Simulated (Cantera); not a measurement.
A Cantera script and what it prints.

```python
import numpy as np
import cantera as ct

gas_names = """
    N2 CO2 TaO2 N2O
""".split()
cond_names = """
    TaC(s) TaC(L)
""".split()


# ... load() reads the species with a 1 bar reference pressure and builds the phases ...
species = {s.name: s for s in load("nasa_gas.yaml", gas_names) + load("nasa_condensed.yaml", cond_names)}
# Each term lists the table entries of one substance; the one whose range holds T is used.
reactions = {
    '4 N2(g) + CO2(g) + TaO2(g) = TaC + 4 N2O(g)':
        [(-4, ['N2']), (-1, ['CO2']), (-1, ['TaO2']), (1, ['TaC(s)', 'TaC(L)']), (4, ['N2O'])],
}


def pick(names, T):
    return next(species[n] for n in names if species[n].thermo.min_temp <= T <= species[n].thermo.max_temp)


results = []
for label, terms in reactions.items():
    print(label)
    print("     T/K   dH/kJ  dS/(J/K)   dG/kJ   log10 K")
    for T in [1175, 1325, 1475, 1625, 1775, 1925, 2075, 2225, 2375, 2525]:
        used = [(nu, pick(names, T)) for nu, names in terms]
        dH = sum(nu * s.thermo.h(T) for nu, s in used) / 1e6
        dS = sum(nu * s.thermo.s(T) for nu, s in used) / 1e3
        dG = dH - T * dS / 1e3
        logK = -dG * 1e6 / (ct.gas_constant * T * np.log(10))
        results.append((label, T, dH, dS, dG, logK, [s.name for _, s in used]))
        print(f"{T:8g} {dH:8.1f} {dS:8.1f} {dG:8.1f} {logK:8.2f}")
```

It prints:

```
4 N2(g) + CO2(g) + TaO2(g) = TaC + 4 N2O(g)
     T/K   dH/kJ  dS/(J/K)   dG/kJ   log10 K
    1175    795.9   -313.9   1164.6   -51.77
    1325    801.0   -309.8   1211.4   -47.76
    1475    806.4   -305.9   1257.6   -44.53
    1625    812.0   -302.3   1303.2   -41.89
    1775    817.9   -298.8   1348.3   -39.68
    1925    823.9   -295.5   1392.9   -37.79
    2075    830.2   -292.4   1437.0   -36.17
    2225    836.7   -289.4   1480.6   -34.76
    2375    843.4   -286.5   1523.8   -33.51
    2525    850.2   -283.7   1566.5   -32.41
```

Cantera with NASA thermochemical tables; ideal gases at 1 bar, condensed phases pure. TaC: taken at fixed stoichiometry. Condensed species are held in their standard states even where they would react or evaporate.
